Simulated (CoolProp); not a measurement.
Computed with CoolProp (reference Helmholtz-energy equation of state, Platzer 1990). This equation is an older, rougher fit.

Q: For CF4 (R14), give the phase and the cp (kJ/(kg K)) at 181.7 K and 0.156 MPa; 229.3 K and 0.156 MPa; 253.2 K and 0.156 MPa.

A: 
- 181.7 K and 0.156 MPa: gas; cp 0.520
- 229.3 K and 0.156 MPa: gas; cp 0.591
- 253.2 K and 0.156 MPa: gas; cp 0.629
